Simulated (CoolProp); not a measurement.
Vapour-liquid equilibrium of propane (1) + isobutane (2) at 290.3 K; x and y are mole fractions of (1).

Model: multi-fluid Helmholtz-energy mixture model, Lemmon 2009 and Bücker 2006; pair parameters Kunz 2012, in CoolProp.

```
x     bubble pressure (MPa)  y at the bubble point  dew pressure at overall composition x (MPa)  liquid density (mol/L)
----  ---------------------  ---------------------  -------------------------------------------  ----------------------
0.05                 0.3003                  0.117                                   (withheld)                   9.720
0.2                  0.3696                  0.381                                       0.3194              (withheld)
0.35                 0.4395                  0.566                                   (withheld)                   10.22
0.5                  0.5114                  0.706                                       0.4119                   10.49
0.65                 0.5865                  0.817                                       0.4800              (withheld)
0.8                  0.6652             (withheld)                                       0.5736                   11.05
0.95             (withheld)                  0.979                                       0.7122                   11.34
```

Question: Fill in the missing entries.

Answer: 
- 0.05, dew pressure at overall composition x (MPa): 0.2865
- 0.2, liquid density (mol/L): 9.965
- 0.35, dew pressure at overall composition x (MPa): 0.3601
- 0.65, liquid density (mol/L): 10.76
- 0.8, y at the bubble point: 0.906
- 0.95, bubble pressure (MPa): 0.7474

No azeotrope shows between x = 0.05 and 0.95.

Pair parameters are fitted to limited data, so mixtures are less certain than the pure fluids.
